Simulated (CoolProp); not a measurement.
Values from CoolProp's reference Helmholtz-energy equation of state, Lemmon 2006. It is a short technical equation, of lower accuracy than the large ones.

For hydrogen sulfide, give the phase and the cp (kJ/(kg K)), speed of sound (m/s) at -54.05 °C and 0.101 MPa; 17.15 °C and 0.101 MPa.


- -54.05 °C and 0.101 MPa: gas; cp 1.03, speed of sound 263
- 17.15 °C and 0.101 MPa: gas; cp 1.01, speed of sound 305
